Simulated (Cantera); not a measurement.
Charge: 1 mol V, 1.4 mol N2O, held at 3.90 Pa.

Cantera equilibrium calculation (NASA polynomials, part measured and part estimated; ideal gas, pure solids and liquids). Candidate condensed phases: V, VN, VO, V2O3, V2O4, V2O5; 13 gas species. Mutual solubility and eutectic melting of coexisting phases are not modelled. VO: taken at fixed stoichiometry. Condensed phases not in the tables: the oxides between V2O3 and V2O5 other than VO2. The numbers say what is thermodynamically allowed, not how fast it happens.

Question: What share of the V ends up in condensed phases as a function of T (K), at 1948, 1973, 1998, 2023, 2048, 2073, 2098, 2123, 2148, 2173, 2198?

Answer: 
| T (K) | V condensed (%) | as |
|---|---|---|
| 1948 | 71.2 | VO(s) + V2O3(s) |
| 1973 | 53.8 | VO(s) |
| 1998 | 50.5 | VO(s) |
| 2023 | 45.4 | VO(s) |
| 2048 | 37.1 | VO(s) |
| 2073 | 23.9 | VO(l) |
| 2098 | 2.3 | VO(l) |
| 2123 | 0.0 | - |
| 2148 | 0.0 | - |
| 2173 | 0.0 | - |
| 2198 | 0.0 | - |
